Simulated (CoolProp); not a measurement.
The fluid at 329.32 K and 1.89 MPa is throttled through a valve to 0.618 MPa with no heat exchange. The same conditions are run with several fluids, on thermodynamics alone (safety and materials aside).

Computed with CoolProp (reference Helmholtz-energy equation of state of each fluid (R1132(E): Akasaka 2024; nitrogen: Span 2000; R410A: Lemmon 2003; R13: Platzer 1990; CF4 (R14): Platzer 1990)). The equations of Platzer and Polt are older, rougher fits. Blends and air are pseudo-pure fits.

**Question.** Rank R1132(E), nitrogen, R410A, R13, CF4 (R14) by temperature change (K), highest first.

**Answer.** nitrogen (-2.1), CF4 (R14) (-5.6), R13 (-12.2), R1132(E) (-17.9), R410A (-20.9)

```tsv
fluid	final density (kg/m³)
R1132(E)	16.3
nitrogen	6.36
R410A	18.9
R13	25.7
CF4 (R14)	20.5
```
